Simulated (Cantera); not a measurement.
Charge: 1 mol MgCO3, 0.72 mol SO2, 1.5 mol CO2, equilibrated at 800 K and 8.30 bar.

Equilibrium computed with Cantera from the NASA thermochemical tables; the gas is ideal and each condensed phase is pure. Candidate condensed phases: C, Mg, MgCO3, MgO, MgS, MgSO4, S; 26 gas species. Gases not in the tables: S3 to S7. The numbers say what is thermodynamically allowed, not how fast it happens.

Task: What is the equilibrium state?

Result: 
```
Quantity                                    Value
--------------------------------------  ---------
x(CO2)                                      0.942
x(SO2)                                     0.0345
x(S2)                                      0.0147
x(S8)                                     0.00566
x(COS)                                    0.00232
x(S2O)                                   0.000871
x(CO)                                    0.000101
x(CS2)                                    1.37e-6
n(MgO(s))                               0.580 mol
n(MgSO4(s))                             0.420 mol
gas amount                              2.647 mol
log10 activity of S(l) (absent)             -0.13
log10 activity of MgCO3(s) (absent)         -0.46
log10 activity of C(graphite) (absent)      -5.05
```
